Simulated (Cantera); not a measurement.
A perfectly stirred reactor is fed with C2H4 : H2 = 1 : 3.7 (molar parts), at 0.0188 atm; it is held at 1625 K, and followed from long to short residence time.

Cantera simulation using GRI-Mech 3.0 (53 species, 325 reactions); the numbers are that mechanism's predictions, not measurements. GRI-Mech 3.0 was tuned for natural gas; its chemistry of ethylene as a main component is partial and can be far from experiment. GRI-Mech 3.0 stops at C3 and has no aromatics, soot or wall deposition, so with more carbon than oxygen in the feed, carbon stays in small species such as C2H2 where larger ones or solid carbon would form. Radical loss at walls, strong at low pressure, is not modelled.

**Question.** Predict: x(C2H4) at τ = 2.70 s; x(H2) at τ = 2.70 s; x(C2H) at τ = 2.70 s; x(CH4) at τ = 2.70 s; x(C2H4) at τ = 72.0 ms; x(H2) at τ = 72.0 ms; x(C2H) at τ = 72.0 ms; x(CH2) at τ = 72.0 ms; x(CH4) at τ = 72.0 ms.

**Answer.** 
- x(C2H4) at τ = 2.70 s: 0.00132
- x(H2) at τ = 2.70 s: 0.824
- x(C2H) at τ = 2.70 s: 1.95e-7
- x(CH4) at τ = 2.70 s: 0.000227
- x(C2H4) at τ = 72.0 ms: 0.0867
- x(H2) at τ = 72.0 ms: 0.809
- x(C2H) at τ = 72.0 ms: 1.62e-8
- x(CH2) at τ = 72.0 ms: 1.76e-9
- x(CH4) at τ = 72.0 ms: 4.29e-5
